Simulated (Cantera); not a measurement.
**Diamond growth**

A diamond (100) surface in a fixed gas of H2 with x(CH4) = 0.009, x(CH3) = 0.00084, at 1100 K, 90.0 Torr; coverages are run to steady state.

Model: the Harris–Goodwin 1993 mechanism for the reconstructed diamond (100) surface, integrated in Cantera.

```csv
x(H),growth (µm/h),θ c6HH,θ c6H*,θ c6*H,θ c6**,θ c6HM
0.0001,4.29,0.462,0.0174,0.275,0.00244,0.157
0.00025,11.0,0.420,0.0192,0.304,0.00511,0.162
0.00065,24.5,0.418,0.0210,0.333,0.00889,0.142
0.0016,42.4,0.441,0.0232,0.368,0.0126,0.101
0.0042,60.3,0.472,0.0255,0.402,0.0156,0.0553
0.011,71.6,0.493,0.0271,0.424,0.0174,0.0251
0.027,76.9,0.503,0.0281,0.434,0.0182,0.0110
0.068,79.8,0.507,0.0295,0.438,0.0188,0.00453
0.17,82.2,0.509,0.0322,0.437,0.0194,0.00186
```
θ: site fractions in the mechanism's names (c6HH fully hydrogenated, c6H* and c6*H radical sites, c6** diradical, c6HM methylated).
